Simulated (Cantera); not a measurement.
A perfectly stirred reactor is fed with 15.0 % H2, 8.85 % O2, 76.1 % N2, equivalence ratio 0.85, at 0.582 atm; it is held at 1375 K, and followed from long to short residence time.

Model: the H2/O2 subset of GRI-Mech 3.0, which has no nitrogen chemistry, integrated in Cantera. The temperature is held fixed by assumption; the heat of reaction is taken as removed at once.

Problem. Predict: x(H2) at τ = 1.30 s; x(O2) at τ = 1.30 s; x(O) at τ = 1.30 s; x(H2O2) at τ = 1.30 s; x(OH) at τ = 1.30 s; x(H2) at τ = 46.0 ms; x(O2) at τ = 46.0 ms; x(O) at τ = 46.0 ms; x(H2O2) at τ = 46.0 ms; x(OH) at τ = 46.0 ms.

Solution. 
```json
{
 "x(H2) at τ = 1.30 s": "0.000178",
 "x(O2) at τ = 1.30 s": "0.0144",
 "x(O) at τ = 1.30 s": "2.37e-5",
 "x(H2O2) at τ = 1.30 s": "1.55e-7",
 "x(OH) at τ = 1.30 s": "0.000267",
 "x(H2) at τ = 46.0 ms": "0.00155",
 "x(O2) at τ = 46.0 ms": "0.0149",
 "x(O) at τ = 46.0 ms": "0.000226",
 "x(H2O2) at τ = 46.0 ms": "6.29e-7",
 "x(OH) at τ = 46.0 ms": "0.000812"
}
```
